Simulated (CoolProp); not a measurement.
A Linde-Hampson liquefier for nitrogen: isothermal reversible compression at 200 K from 1 atm to 10 MPa, throttling to 1 atm, return gas leaving the recuperator 0 K below the feed. Each further row changes one setting.

Computed with CoolProp (reference Helmholtz-energy equation of state, Span 2000).

```json
[
 {"case": "as stated", "liquid yield per pass": "[?]", "compression work (kJ/kg of gas)": "261"},
 {"case": "high pressure 20 MPa", "liquid yield per pass": "[?]", "compression work (kJ/kg of gas)": "[?]"},
 {"case": "warm-end temperature 230 K", "liquid yield per pass": "[?]", "compression work (kJ/kg of gas)": "[?]"},
 {"case": "warm-end gap 5 K", "liquid yield per pass": "[?]", "compression work (kJ/kg of gas)": "261"}
]
```

Complete the blanks.


- as stated, liquid yield per pass: 0.148
- high pressure 20 MPa, liquid yield per pass: 0.234
- high pressure 20 MPa, compression work (kJ/kg of gas): 296
- warm-end temperature 230 K, liquid yield per pass: 0.098
- warm-end temperature 230 K, compression work (kJ/kg of gas): 307
- warm-end gap 5 K, liquid yield per pass: 0.134
